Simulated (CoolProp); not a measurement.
Computed with CoolProp (reference Helmholtz-energy equation of state, Lemmon 2006). It is a short technical equation, of lower accuracy than the large ones.

### Question
For carbon monoxide, give the phase and the speed of sound (m/s), expansivity (1/kK) at -121.85 °C and 1.75 MPa.

### Answer
- -121.85 °C and 1.75 MPa: gas; speed of sound 237, expansivity 9.78
